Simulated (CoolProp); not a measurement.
Vapour-liquid equilibrium of cyclohexane (1) + o-xylene (2) at 0.418 MPa; x and y are mole fractions of (1).

The numbers come from the multi-fluid Helmholtz-energy mixture model, Zhou 2014 and Zhou 2012; pair parameters Bell 2016 in CoolProp.

**Question.** Give the bubble temperature and the first vapour's composition at x = 0.05, 0.2, 0.8. Is there an azeotrope?

**Answer.** x = 0.05: 472.7 K, y = 0.167; x = 0.2: 453.9 K, y = 0.503; x = 0.8: 416.9 K, y = 0.931. No azeotrope shows between x = 0.05 and 0.95.

Pair parameters are fitted to limited data, so mixtures are less certain than the pure fluids.
